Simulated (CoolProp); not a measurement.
A closed Brayton cycle with nitrogen: compressor inlet 323.15 K and 7.6 MPa, high pressure 15.3 MPa, turbine inlet 660 K, compressor efficiency 0.8, turbine efficiency 0.9, recuperator effectiveness 0.8 (on enthalpy, no pinch check). Each further row changes one setting.

Model: reference Helmholtz-energy equation of state, Span 2000, in CoolProp.

| case | thermal efficiency (%) | net work (kJ/kg) | compressor to turbine work | compressor exit (K) | turbine exit (K) |
|---|---|---|---|---|---|
| as stated | 14.0 | 21.4 | 0.82 | 413.4 | 555.0 |
| turbine inlet 610 K | 9.2 | 12.4 | 0.89 | 413.4 | 511.9 |
| compressor inlet 333.15 K | 12.1 | 18.1 | 0.85 | 426.1 | 555.0 |
| high pressure 13 MPa | 14.8 | 20.3 | 0.78 | 390.7 | 577.9 |
| recuperator effectiveness 0.5 | 10.7 | 21.4 | 0.82 | 413.4 | 555.0 |
